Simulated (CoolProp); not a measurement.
Vapour pressure (bar) of octamethylcyclotetrasiloxane (D4): the reference equation beside estimates from Tc = 586.5 K, pc = 13.47 bar, ω = 0.598. Clausius-Clapeyron is anchored at 373.3 K with a constant enthalpy of vaporisation of 47.04 kJ/mol.

Model: reference Helmholtz-energy equation of state, Thol 2015, in CoolProp.

| T (K) | reference | Lee-Kesler | Clausius-Clapeyron | Soave-Redlich-Kwong |
|---|---|---|---|---|
| 348.5 | ___ | ___ | 0.02991 | 0.02964 |
| 360.9 | 0.05157 | 0.05266 | 0.05225 | ___ |
| 373.3 | 0.08795 | ___ | 0.08795 | 0.08891 |
| 385.7 | 0.1434 | 0.1443 | 0.1432 | ___ |
| 398.1 | ___ | 0.2251 | 0.2261 | 0.2250 |
| 410.5 | 0.3393 | 0.3394 | ___ | 0.3396 |
| 422.9 | 0.4970 | 0.4963 | 0.5203 | 0.4974 |
| 435.3 | 0.7077 | 0.7064 | 0.7617 | 0.7091 |

Question: Fill in the missing entries.

Answer: 
- 348.5, reference: 0.02873
- 348.5, Lee-Kesler: 0.02970
- 360.9, Soave-Redlich-Kwong: 0.05257
- 373.3, Lee-Kesler: 0.08903
- 385.7, Soave-Redlich-Kwong: 0.1441
- 398.1, reference: 0.2245
- 410.5, Clausius-Clapeyron: 0.3473

Absolute difference from the reference over all 8 rows, mean and median: Lee-Kesler 1.0 and 0.4 %, Clausius-Clapeyron 2.6 and 1.8 %, Soave-Redlich-Kwong 0.9 and 0.4 %.
